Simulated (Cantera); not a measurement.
What does this Cantera script print?

```python
import numpy as np
import cantera as ct

gas_names = """
    C CO COS CO2 CS CS2 C2 C2O C3 C3O2 C4 C5 Fe FeC5O5 FeO O O2 O3 S SO SO2 SO3 S2 S2O S8
""".split()
cond_names = """
    C(gr) Fe(a) Fe(c) Fe(d) Fe(L) FeC5O5(L) FeO(s) FeO(L) FeS(a) FeS(b) FeS(c) FeS(L) FeSO4(s) FeS2(s)
    Fe2O3(s) Fe2S3O12(s) Fe3O4(s) S(cr1) S(cr2) S(L)
""".split()


# ... load() reads the species with a 1 bar reference pressure and builds the phases ...
atoms = {
    'FeS': {'Fe': 1, 'S': 1},
    'O2': {'O': 2},
    'CO2': {'C': 1, 'O': 2},
}
top_T = {'C(gr)': 4500, 'FeSO4(s)': 950, 'FeS2(s)': 1010, 'Fe2O3(s)': 1830, 'Fe2S3O12(s)': 1100, 'Fe3O4(s)': 1870}  # K; cautious upper limits of use, not melting points


# ... equilibrate(T, P, feed) seeds the gas with the atoms and calls Mixture.equilibrate('TP', solver="vcs", rtol=1e-11, max_steps=5000) ...
results = []
feed = {'FeS': 1, 'O2': 0.1, 'CO2': 0.24}  # mol
T = 1325  # K
P = 230000  # Pa
mix = equilibrate(T, P, feed)
results.append((T, P, feed, dict(zip(mix.species_names, mix.species_moles))))
x = sorted(zip(gas.X, gas.species_names), reverse=True)
print(f"T = {T:g} K  P = {P:g} Pa  gas = {mix.phase_moles(0):.4g} mol")
print("   x: " + "  ".join(f"{s} {v:.3e}" for v, s in x if v > 0.0001))
print("   condensed (mol): " + ("  ".join(f"{mix.phase(i).name} {mix.phase_moles(i):.4g}"
      for i in range(1, mix.n_phases) if mix.phase_moles(i) > 1e-12) or "none"))
```

It prints:

```
T = 1325 K  P = 230000 Pa  gas = 0.303 mol
   x: CO2 7.691e-01  SO2 1.886e-01  CO 2.171e-02  S2 1.760e-02  S2O 1.345e-03  COS 1.339e-03  SO 3.054e-04
   condensed (mol): FeS(c) 0.9309  Fe3O4(s) 0.02304
```

Cantera equilibrium calculation (NASA polynomials, part measured and part estimated; ideal gas, pure solids and liquids). Mutual solubility and eutectic melting of coexisting phases are not modelled. FeS: taken at fixed stoichiometry.
